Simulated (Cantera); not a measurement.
## Ammonia decomposition in nitride growth gas

An isothermal, constant-pressure homogeneous reactor starts with NH₃ : N₂ = 1 : 0.54 (molar parts), at 1950 K and 760 Torr.

Cantera simulation using the gas-phase N/H chemistry of the illustrative SiF4/NH3 mechanism in the Surface Chemkin manual (1991); the numbers are that mechanism's predictions, not measurements. Walls and surfaces, which speed up NH3 decomposition in real reactors, are not modelled.

| t (s) | x NH₃ | x N₂H₄ | x H₂ | x H | x N | x N₂H₂ |
|---|---|---|---|---|---|---|
| 2.00e-5 | 0.649 | 1.76e-8 | 8.06e-5 | 3.06e-7 | 2.16e-10 | 8.08e-8 |
| 4.60e-5 | 0.649 | 8.77e-8 | 0.000199 | 3.81e-7 | 1.43e-9 | 4.86e-7 |
| 0.000106 | 0.648 | 3.24e-7 | 0.000604 | 7.35e-7 | 4.81e-9 | 2.03e-6 |
| 0.000243 | 0.646 | 5.47e-7 | 0.00209 | 1.68e-6 | 1.29e-8 | 3.59e-6 |
| 0.000558 | 0.642 | 5.49e-7 | 0.00594 | 3.54e-6 | 2.83e-8 | 3.71e-6 |
| 0.00128 | 0.633 | 5.10e-7 | 0.0147 | 7.56e-6 | 6.23e-8 | 3.60e-6 |
| 0.00295 | 0.611 | 4.49e-7 | 0.0340 | 1.61e-5 | 1.30e-7 | 3.39e-6 |
| 0.00678 | 0.566 | 3.69e-7 | 0.0750 | 3.40e-5 | 2.32e-7 | 2.99e-6 |
| 0.0156 | 0.479 | 2.73e-7 | 0.154 | 7.03e-5 | 3.37e-7 | 2.32e-6 |
| 0.0358 | 0.340 | 1.64e-7 | 0.281 | 0.000140 | 4.12e-7 | 1.43e-6 |
| 0.0823 | 0.175 | 6.49e-8 | 0.431 | 0.000261 | 4.44e-7 | 5.98e-7 |
| 0.189 | 0.0540 | 1.21e-8 | 0.541 | 0.000458 | 4.03e-7 | 1.33e-7 |
| 0.435 | 0.00960 | 8.27e-10 | 0.581 | 0.000724 | 2.35e-7 | 1.16e-8 |
| 1.00 | 0.00191 | 4.50e-11 | 0.588 | 0.000858 | 7.58e-8 | 7.09e-10 |
x: mole fraction; the columns are a selection and need not sum to one.

Equilibrium at this temperature and pressure: NH₃ 6.40e-6, N₂H₄ <1e-12, H₂ 0.590, H 0.000880, N 2.72e-10, N₂H₂ <1e-12 (gas phase only).
